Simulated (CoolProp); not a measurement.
Saturation properties of n-undecane (Tc = 638.8 K, pc = 1990 kPa, ω = 0.539).

Model: reference Helmholtz-energy equation of state, Aleksandrov 2011, in CoolProp. It is a short technical equation, of lower accuracy than the large ones.

```
T (K)  p (kPa)  liquid density (kg/m³)  liquid cp (kJ/(kg K))
-----  -------  ----------------------  ---------------------
455.1    71.27                   611.7                  2.824
460.3    81.60                   607.1                  2.846
465.5    93.07                   602.5                  2.868
470.8    106.0                   597.6                  2.890
476      120.1                   592.8                  2.913
481.3    135.9                   587.9                  2.936
486.5    153.0                   583.0                  2.958
491.7    171.7                   577.9                  2.981
497      192.5                   572.7                  3.005
502.2    214.7                   567.5                  3.028
507.5    239.5                   562.1                  3.052
512.7    265.8                   556.7                  3.076
517.9    294.3                   551.2                  3.101
523.2    325.8                   545.5                  3.126
528.4    359.1                   539.7                  3.152
```

It boils at 468.9 K under 1 atm.
